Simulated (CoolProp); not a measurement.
Vapour-liquid equilibrium of dimethyl carbonate (1) + n-nonane (2) at 0.868 MPa; x and y are mole fractions of (1).

The numbers come from the multi-fluid Helmholtz-energy mixture model, Zhou 2011 and Lemmon 2006; pair parameters Bell 2016 in CoolProp.

```csv
x,"bubble temperature, mixture model (K)","bubble temperature, Raoult's law (K)","y, mixture model","y, Raoult's law"
0.05,517.2,520.6,0.170,0.167
0.15,497.4,507.1,0.437,0.408
0.25,482.8,496.1,0.600,0.571
0.35,472.8,486.9,0.698,0.687
0.45,466.0,479.0,0.760,0.773
0.55,461.2,472.2,0.805,0.838
0.65,457.7,466.1,0.841,0.889
0.75,454.8,460.7,0.876,0.929
0.85,452.4,455.9,0.915,0.962
0.95,450.3,451.5,0.966,0.988
```

The largest gap from Raoult's law is -14.1 K in bubble temperature, at x = 0.35. No azeotrope shows between x = 0.05 and 0.95.

The pair parameters rest on a limited set of measurements; away from them the model extrapolates.
